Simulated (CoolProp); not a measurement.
Vapour-liquid equilibrium of R113 (1) + n-hexane (2) at 300.5 K; x and y are mole fractions of (1).

Computed with CoolProp (multi-fluid Helmholtz-energy mixture model, Marx 1992 and Thol 2019; pair parameters Bell 2016).

```
x      bubble pressure, mixture model (kPa)  bubble pressure, Raoult's law (kPa)  y, mixture model  y, Raoult's law
-----  ------------------------------------  -----------------------------------  ----------------  ---------------
0.05                                  24.59                                23.65                 ?            0.104
0.125                                 27.68                                25.66             0.288            0.239
0.2                                   30.43                                27.67             0.401            0.355
0.275                                     ?                                29.68             0.491            0.455
0.35                                  35.13                                31.70             0.565            0.543
0.425                                 37.17                                33.71             0.628            0.619
0.5                                   39.05                                35.72             0.684            0.688
0.575                                 40.81                                37.73             0.735            0.749
0.65                                  42.45                                39.74             0.783            0.804
0.725                                 44.01                                41.76                 ?            0.853
0.8                                       ?                                43.77             0.875            0.898
0.875                                 46.91                                45.78             0.921            0.939
0.95                                      ?                                47.79                 ?            0.977
```

What belongs in the gaps?


- 0.05, y, mixture model: 0.136
- 0.275, bubble pressure, mixture model (kPa): 32.90
- 0.725, y, mixture model: 0.829
- 0.8, bubble pressure, mixture model (kPa): 45.49
- 0.95, bubble pressure, mixture model (kPa): 48.26
- 0.95, y, mixture model: 0.968

The largest gap from Raoult's law is +10.8 % in bubble pressure, at x = 0.35. No azeotrope shows between x = 0.05 and 0.95.

Pair parameters are fitted to limited data, so mixtures are less certain than the pure fluids.
